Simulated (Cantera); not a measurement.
Charge: 1 mol Pb, 82 mol N2, equilibrated at 89.0 Pa.

Cantera equilibrium calculation (NASA polynomials, part measured and part estimated; ideal gas, pure solids and liquids). Candidate condensed phases: Pb; 4 gas species. Rates play no part.

x: gas mole fraction; n: condensed amount in mol.

| T (K) | x N2 | x Pb | x Pb2 | n Pb(s) | n Pb(l) |
|---|---|---|---|---|---|
| 450 | 1.00 | <1e-12 | <1e-12 | 1.00 | 0 |
| 525 | 1.00 | 2.29e-11 | <1e-12 | 1.00 | 0 |
| 600 | 1.00 | 5.80e-9 | <1e-12 | 1.00 | 0 |
| 675 | 1.00 | 3.80e-7 | <1e-12 | 0 | 1.000 |
| 750 | 1.000 | 1.07e-5 | <1e-12 | 0 | 0.999 |
| 825 | 1.000 | 0.000161 | … | 0 | 0.987 |
| 900 | 0.998 | 0.00154 | … | 0 | 0.874 |
| 975 | 0.990 | 0.0103 | … | 0 | 0.147 |
| 1050 | 0.988 | 0.0120 | … | 0 | 0 |
| 1125 | 0.988 | 0.0120 | … | 0 | 0 |
| 1200 | 0.988 | 0.0120 | … | 0 | 0 |
| 1275 | 0.988 | 0.0120 | … | 0 | 0 |
| 1350 | 0.988 | 0.0120 | … | 0 | 0 |

### Question
Complete the blanks.

### Answer

- 825, x Pb2: 2.07e-11
- 900, x Pb2: 9.13e-10
- 975, x Pb2: 2.21e-8
- 1050, x Pb2: 1.78e-8
- 1125, x Pb2: 1.12e-8
- 1200, x Pb2: 7.49e-9
- 1275, x Pb2: 5.23e-9
- 1350, x Pb2: 3.80e-9
